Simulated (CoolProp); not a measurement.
Model: reference Helmholtz-energy equation of state, Lemmon 2006, in CoolProp. It is a short technical equation, of lower accuracy than the large ones.

For isopentane, give the phase and the density (kg/m³), isothermal compressibility (1/MPa), viscosity (µPa s) at 103.25 °C and 475 kPa.


- 103.25 °C and 475 kPa: gas; density 12.2, isothermal compressibility 2.37, viscosity 8.99

Viscosity comes from a separate model (Chung 1988), a generic estimate that can be far off for the liquid and wasn't checked against measurements.
